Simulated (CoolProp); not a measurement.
The fluid at 293.15 K and 0.604 MPa is throttled through a valve to 0.398 MPa with no heat exchange. The same conditions are run with several fluids, on thermodynamics alone (safety and materials aside).

Values from CoolProp's reference Helmholtz-energy equation of state of each fluid (CF4 (R14): Platzer 1990; C2F6 (R116): Lemmon 2006; R404A: Lemmon 2003; hydrogen chloride: Thol 2018; CH3F (R41): Lemmon 2006). The equations of Platzer and Polt are older, rougher fits. Blends and air are pseudo-pure fits.

| fluid | temperature change (K) | final density (kg/m³) |
|---|---|---|
| CF4 (R14) | -1.2 | 14.7 |
| C2F6 (R116) | ? | 23.8 |
| R404A | ? | ? |
| hydrogen chloride | ? | 6.18 |
| CH3F (R41) | -3.9 | 5.85 |

Complete the blanks.


- C2F6 (R116), temperature change (K): -1.9
- R404A, temperature change (K): -4.1
- R404A, final density (kg/m³): 17.5
- hydrogen chloride, temperature change (K): -3.4
